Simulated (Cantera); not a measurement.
What does this Cantera script print?

```python
import numpy as np
import cantera as ct

gas_names = """
    CL CL2 H HCL H2 Si SiCL SiCL2 SiCL3 SiCL4 SiH SiHCL3 SiH2 SiH2CL2 SiH3 SiH3CL SiH4 Si2 Si3
""".split()
cond_names = """
    Si(cr) Si(L)
""".split()


# ... load() reads the species with a 1 bar reference pressure and builds the phases ...
atoms = {
    'Si': {'Si': 1},
    'HCl': {'H': 1, 'CL': 1},
    'H2': {'H': 2},
}
top_T = {}  # K; cautious upper limits of use, not melting points


# ... equilibrate(T, P, feed) seeds the gas with the atoms and calls Mixture.equilibrate('TP', solver="vcs", rtol=1e-11, max_steps=5000) ...
results = []
feed = {'Si': 1, 'HCl': 3.1, 'H2': 9.3}  # mol
T = 1198.15  # K
P = 100000  # Pa
mix = equilibrate(T, P, feed)
results.append((T, P, feed, dict(zip(mix.species_names, mix.species_moles))))
x = sorted(zip(gas.X, gas.species_names), reverse=True)
print(f"T = {T:g} K  P = {P:g} Pa  gas = {mix.phase_moles(0):.4g} mol")
print("   x: " + "  ".join(f"{s} {v:.3e}" for v, s in x if v > 0.001))
print("   condensed (mol): " + ("  ".join(f"{mix.phase(i).name} {mix.phase_moles(i):.4g}"
      for i in range(1, mix.n_phases) if mix.phase_moles(i) > 1e-12) or "none"))
```

Result:

```
T = 1198.15 K  P = 100000 Pa  gas = 11.68 mol
   x: H2 8.975e-01  HCL 3.549e-02  SiCL4 3.448e-02  SiHCL3 2.348e-02  SiCL3 3.591e-03  SiCL2 3.305e-03  SiH2CL2 2.089e-03
   condensed (mol): Si(cr) 0.2176
```

Method: chemical equilibrium by Gibbs-energy minimisation in Cantera with the NASA 1993 tables (ideal gas, pure condensed phases). The tables' values for SiCl3 are old estimates; treat these amounts as uncertain.
